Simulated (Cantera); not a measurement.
An isothermal, constant-pressure homogeneous reactor starts with H2 : O2 = 0.024 : 1 (molar parts), at 1450 K and 20.0 Torr. Integrator tolerance rtol = 1e-08.

Model: GRI-Mech 3.0 (53 species, 325 reactions), integrated in Cantera. Radical loss at walls, strong at low pressure, is not modelled.

Problem. What does this change do: pressure from 20.0 Torr to 2.25 Torr?

Solution. 
```tsv
quantity	before	after
x(H2) at 2.00 s	6.92e-7 (gas-phase equilibrium 1.40e-7)	0.000135 (gas-phase equilibrium 4.17e-7)
x(O2) at 2.00 s	0.976 (gas-phase equilibrium 0.976)	0.962 (gas-phase equilibrium 0.976)
x(H2O) at 2.00 s	0.0236 (gas-phase equilibrium 0.0237)	0.0217 (gas-phase equilibrium 0.0236)
x(O) at 2.00 s	6.04e-5 (gas-phase equilibrium 1.22e-5)	0.0127 (gas-phase equilibrium 3.65e-5)
x(H) at 2.00 s	2.39e-7 (gas-phase equilibrium 2.18e-8)	0.000706 (gas-phase equilibrium 1.12e-7)
x(OH) at 2.00 s	0.000196 (gas-phase equilibrium 8.84e-5)	0.00272 (gas-phase equilibrium 0.000153)
x(H2O2) at 2.00 s	1.68e-9 (gas-phase equilibrium 5.88e-10)	3.97e-9 (gas-phase equilibrium 1.97e-10)
```

Problem. What does this change do: 0.011 parts H2O added?

Solution. 
| quantity | before | after |
|---|---|---|
| x(H2) at 2.00 s | 6.92e-7 (gas-phase equilibrium 1.40e-7) | 7.04e-7 (gas-phase equilibrium 2.03e-7) |
| x(O2) at 2.00 s | 0.976 (gas-phase equilibrium 0.976) | 0.966 (gas-phase equilibrium 0.966) |
| x(H2O) at 2.00 s | 0.0236 (gas-phase equilibrium 0.0237) | 0.0341 (gas-phase equilibrium 0.0342) |
| x(O) at 2.00 s | 6.04e-5 (gas-phase equilibrium 1.22e-5) | 4.21e-5 (gas-phase equilibrium 1.22e-5) |
| x(H) at 2.00 s | 2.39e-7 (gas-phase equilibrium 2.18e-8) | 1.69e-7 (gas-phase equilibrium 2.63e-8) |
| x(OH) at 2.00 s | 0.000196 (gas-phase equilibrium 8.84e-5) | 0.000197 (gas-phase equilibrium 0.000106) |
| x(H2O2) at 2.00 s | 1.68e-9 (gas-phase equilibrium 5.88e-10) | 1.78e-9 (gas-phase equilibrium 8.44e-10) |

Problem. What does this change do: O2 1 to 0.11 parts?

Solution. 
| quantity | before | after |
|---|---|---|
| x(H2) at 2.00 s | 6.92e-7 (gas-phase equilibrium 1.40e-7) | 1.39e-6 (gas-phase equilibrium 1.28e-6) |
| x(O2) at 2.00 s | 0.976 (gas-phase equilibrium 0.976) | 0.803 (gas-phase equilibrium 0.803) |
| x(H2O) at 2.00 s | 0.0236 (gas-phase equilibrium 0.0237) | 0.197 (gas-phase equilibrium 0.197) |
| x(O) at 2.00 s | 6.04e-5 (gas-phase equilibrium 1.22e-5) | 1.20e-5 (gas-phase equilibrium 1.11e-5) |
| x(H) at 2.00 s | 2.39e-7 (gas-phase equilibrium 2.18e-8) | 7.42e-8 (gas-phase equilibrium 6.60e-8) |
| x(OH) at 2.00 s | 0.000196 (gas-phase equilibrium 8.84e-5) | 0.000252 (gas-phase equilibrium 0.000243) |
| x(H2O2) at 2.00 s | 1.68e-9 (gas-phase equilibrium 5.88e-10) | 4.56e-9 (gas-phase equilibrium 4.43e-9) |
The temperature is held fixed by assumption; the heat of reaction is taken as removed at once.
